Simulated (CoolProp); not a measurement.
Vapour-liquid equilibrium of hexamethyldisiloxane (MM) (1) + toluene (2) at 396.8 K; x and y are mole fractions of (1).

Values from CoolProp's multi-fluid Helmholtz-energy mixture model, Thol 2016 and Lemmon 2006; pair parameters Bell 2016.

**Question.** Give the bubble pressure and the first vapour's composition at x = 0.05, 0.275, 0.5. Is there an azeotrope?

**Answer.** x = 0.05: 1.488 bar, y = 0.074; x = 0.275: 1.648 bar, y = 0.351; x = 0.5: 1.769 bar, y = 0.565. No azeotrope shows between x = 0.05 and 0.95.

Pair parameters are fitted to limited data, so mixtures are less certain than the pure fluids.
